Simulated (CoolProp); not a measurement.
The numbers come from the reference Helmholtz-energy equation of state, McLinden 2015 in CoolProp.

Problem. Give the vapour pressure (kPa), liquid density (kg/m³), enthalpy of vaporisation (kJ/kg), vapour Z of saturated the fluoroketone C6F12O (FK-5-1-12) at 75.15, 103.05 °C.

Solution. 
```tsv
T (°C)	p (kPa)	liquid density (kg/m³)	enthalpy of vaporisation (kJ/kg)	vapour Z
75.15	231	1440	79.6	0.885
103.05	482	1330	69.1	0.806
```
